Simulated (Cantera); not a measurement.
A perfectly stirred reactor is fed with CO : O2 : H2O : N2 = 0.0013 : 0.0083 : 0.00014 : 1 (molar parts), equivalence ratio 0.078, at 7500 Torr; it is held at 1198 K, and followed from long to short residence time.

Model: GRI-Mech 3.0 (53 species, 325 reactions), integrated in Cantera.

Predict: x(CO) at τ = 3.30 s; x(O2) at τ = 3.30 s; x(H2O) at τ = 3.30 s; x(HO2) at τ = 3.30 s; x(NO) at τ = 3.30 s; x(CO) at τ = 16.0 ms; x(O2) at τ = 16.0 ms; x(H2O) at τ = 16.0 ms; x(HO2) at τ = 16.0 ms.


| Item | Value |
|---|---|
| x(CO) at τ = 3.30 s | 0.000155 |
| x(O2) at τ = 3.30 s | 0.00766 |
| x(H2O) at τ = 3.30 s | 0.000139 |
| x(HO2) at τ = 3.30 s | 2.25e-7 |
| x(NO) at τ = 3.30 s | 1.90e-7 |
| x(CO) at τ = 16.0 ms | 0.00125 |
| x(O2) at τ = 16.0 ms | 0.00820 |
| x(H2O) at τ = 16.0 ms | 0.000138 |
| x(HO2) at τ = 16.0 ms | 4.80e-7 |
